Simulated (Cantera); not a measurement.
What does this Cantera script print?

```python
import numpy as np
import cantera as ct

gas = ct.Solution("h2o2.yaml")
gas.TPX = 400, 110000, {'H2': 1, 'O2': 0.926, 'N2': 3.48}
flame = ct.FreeFlame(gas, width=0.037)
flame.set_refine_criteria(ratio=3, slope=0.08, curve=0.16)
flame.transport_model = "mixture-averaged"
flame.solve(loglevel=0, auto=True)
flame.transport_model = "multicomponent"
flame.soret_enabled = True
flame.solve(loglevel=0, refine_grid=True)
z, T = flame.grid, flame.T
thick = (T[-1] - T[0]) / np.gradient(T, z).max()
show = ['H2', 'O2', 'O', 'H', 'HO2', 'H2O2']
print(f"laminar burning velocity  {flame.velocity[0] * 100:.3f} cm/s")
print(f"burnt temperature         {T[-1]:.1f} K")
print(f"thermal thickness         {thick * 1e3:.4f} mm")
print(f"grid points               {len(z)}")
z0 = z[flame.heat_release_rate.argmax()]
print(f"{'z/mm':>9s}{'T/K':>9s}{'u/(m/s)':>9s}" + "".join(f"{s:>11s}" for s in show))
rows = []
for k in (-3, -2, -1.5, -1, -0.5, -0.25, 0, 0.25, 0.5, 1, 2, 4, 8):
    zz = z0 + k * thick
    rows.append([k * thick, np.interp(zz, z, T), np.interp(zz, z, flame.velocity),
                 *(np.interp(zz, z, flame.X[gas.species_index(s)]) for s in show)])
    print(f"{rows[-1][0] * 1e3:9.3f}{rows[-1][1]:9.1f}{rows[-1][2]:9.3f}" + "".join(f"{x:11.3e}" for x in rows[-1][3:]))
```

Output:

```
laminar burning velocity  95.189 cm/s
burnt temperature         1751.4 K
thermal thickness         0.3622 mm
grid points               107
     z/mm      T/K  u/(m/s)         H2         O2          O          H        HO2       H2O2
   -1.087    400.0    0.951  1.838e-01  1.715e-01  8.908e-11  6.047e-14  8.593e-09  3.787e-09
   -0.724    400.3    0.948  1.802e-01  1.723e-01  1.314e-09  9.467e-13  1.402e-07  6.308e-08
   -0.543    402.0    0.944  1.730e-01  1.738e-01  8.694e-09  1.111e-11  1.228e-06  5.552e-07
   -0.362    412.0    0.948  1.541e-01  1.776e-01  6.966e-08  5.264e-10  1.163e-05  5.001e-06
   -0.181    554.7    1.223  1.061e-01  1.798e-01  9.383e-06  2.279e-05  2.863e-04  6.253e-05
   -0.091    844.8    1.837  7.442e-02  1.642e-01  2.603e-04  9.035e-04  2.487e-04  4.971e-05
    0.000   1160.4    2.514  4.132e-02  1.358e-01  1.946e-03  3.866e-03  1.301e-04  1.390e-05
    0.091   1376.3    2.983  1.816e-02  1.108e-01  4.193e-03  5.618e-03  8.030e-05  5.152e-06
    0.181   1499.7    3.249  8.546e-03  9.905e-02  4.808e-03  4.861e-03  5.696e-05  2.897e-06
    0.362   1617.9    3.498  3.742e-03  9.333e-02  3.588e-03  2.468e-03  3.528e-05  1.415e-06
    0.724   1696.6    3.658  1.639e-03  9.220e-02  1.653e-03  7.028e-04  1.751e-05  6.837e-07
    1.449   1732.7    3.729  5.393e-04  9.233e-02  5.415e-04  1.275e-04  6.560e-06  3.246e-07
    2.898   1745.5    3.754  1.520e-04  9.262e-02  1.555e-04  1.923e-05  2.200e-06  1.463e-07
```

Cantera simulation using the H2/O2 subset of GRI-Mech 3.0, which has no nitrogen chemistry; the numbers are that mechanism's predictions, not measurements. Burning velocities carry a grid error of a few per cent, more on coarse grids. Lean hydrogen flames are cellular in practice and burn faster than this planar one.
